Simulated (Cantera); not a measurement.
Input (Python, Cantera):

```python
import numpy as np
import cantera as ct

gas = ct.Solution("gri30.yaml")
gas.TPX = 1650, 180000, {'C2H6': 1, 'N2': 130}
reactor = ct.IdealGasConstPressureReactor(gas, energy="off", clone=False)
net = ct.ReactorNet([reactor])
net.rtol, net.atol = 1e-08, 1e-18
show = ['C2H6', 'H2', 'C2H', 'C2H4', 'H', 'CH4']
times = np.geomspace(0.0004, 3, 11)

steps = ct.SolutionArray(gas, extra=["t"])
rows = []
print(f"{'t/s':>10s}{'T/K':>9s}{'P/Pa':>11s}" + "".join(f"{s:>11s}" for s in show))
for t in times:
    while net.time < t:
        t_next = net.step()
        steps.append(gas.state, t=t_next)
    rows.append([np.interp(t, steps.t, y) for y in (steps.T, steps.P, *steps(*show).X.T)])
    print(f"{t:10.3e}{rows[-1][0]:9.1f}{rows[-1][1]:11.4g}" + "".join(f"{x:11.3e}" for x in rows[-1][2:]))
rate = np.gradient(steps.T, steps.t)
print("integrator steps:", len(steps.t))
if steps.T.max() > steps.T[0] + 200:
    print(f"time of steepest temperature rise: {steps.t[rate.argmax()]:.4e} s")
gas.TPX = 1650, 180000, {'C2H6': 1, 'N2': 130}
gas.equilibrate("TP")
print(f"equilibrium (TP): T = {gas.T:.1f} K  " + "  ".join(f"{s} {gas[s].X[0]:.3e}" for s in show))
```

Output:

```
       t/s      T/K       P/Pa       C2H6         H2        C2H       C2H4          H        CH4
 4.000e-04   1650.0    1.8e+05  4.179e-05  9.697e-03  5.270e-08  2.289e-03  2.793e-05  1.938e-03
 9.763e-04   1650.0    1.8e+05  4.976e-06  1.080e-02  2.427e-08  1.267e-03  1.142e-05  1.975e-03
 2.383e-03   1650.0    1.8e+05  1.570e-06  1.154e-02  1.639e-08  5.591e-04  7.249e-06  1.967e-03
 5.815e-03   1650.0    1.8e+05  1.283e-06  1.204e-02  1.635e-08  1.114e-04  7.001e-06  1.928e-03
 1.419e-02   1650.0    1.8e+05  1.152e-06  1.226e-02  1.657e-08  2.162e-05  7.077e-06  1.839e-03
 3.464e-02   1650.0    1.8e+05  9.229e-07  1.254e-02  1.673e-08  1.882e-05  7.204e-06  1.653e-03
 8.455e-02   1650.0    1.8e+05  5.866e-07  1.303e-02  1.701e-08  1.657e-05  7.428e-06  1.328e-03
 2.063e-01   1650.0    1.8e+05  2.637e-07  1.367e-02  1.739e-08  1.474e-05  7.727e-06  8.980e-04
 5.036e-01   1650.0    1.8e+05  8.169e-08  1.427e-02  1.775e-08  1.411e-05  8.006e-06  5.029e-04
 1.229e+00   1650.0    1.8e+05  1.940e-08  1.465e-02  1.800e-08  1.419e-05  8.191e-06  2.451e-04
 3.000e+00   1650.0    1.8e+05  4.456e-09  1.485e-02  1.813e-08  1.438e-05  8.286e-06  1.154e-04
integrator steps: 1423
equilibrium (TP): T = 1650.0 K  C2H6 1.012e-10  H2 1.501e-02  C2H 1.526e-09  C2H4 1.224e-06  H 8.354e-06  CH4 1.618e-05
```

Detailed kinetics in Cantera: GRI-Mech 3.0 (53 species, 325 reactions). GRI-Mech 3.0 stops at C3 and has no aromatics, soot or wall deposition, so with more carbon than oxygen in the feed, carbon stays in small species such as C2H2 where larger ones or solid carbon would form.
